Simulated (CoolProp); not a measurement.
Vapour-liquid equilibrium of sulfur hexafluoride (1) + R113 (2) at 6.45 °C; x and y are mole fractions of (1).

The numbers come from the multi-fluid Helmholtz-energy mixture model, Guder 2009 and Marx 1992; pair parameters Bell 2016 in CoolProp.

```tsv
x	bubble pressure (kPa)	y at the bubble point	dew pressure at overall composition x (kPa)	liquid density (mol/L)
0.05	155.7	0.865	21.47	8.678
0.125	244.0	0.913	23.32	8.842
0.2	284.8	0.926	25.52	9.019
0.275	317.0	0.935	28.18	9.210
0.35	355.3	0.944	31.45	9.412
0.425	407.0	0.953	35.59	9.624
0.5	477.1	0.964	40.97	9.841
0.575	570.4	0.974	48.29	10.06
0.65	690.4	0.982	58.79	10.27
0.725	838.8	0.989	75.12	10.46
0.8	1012	0.994	104.0	10.61
0.875	1198	0.997	168.5	10.68
0.95	1379	0.999	387.6	10.58
```

No azeotrope shows between x = 0.05 and 0.95.

Pair parameters are fitted to limited data, so mixtures are less certain than the pure fluids. The gap from Raoult's law changes sign with composition, which may be real or a fault of the pair parameters; it wasn't checked against measurements. With so large a gap from Raoult's law the liquid may split in two, which this calculation doesn't test in full.
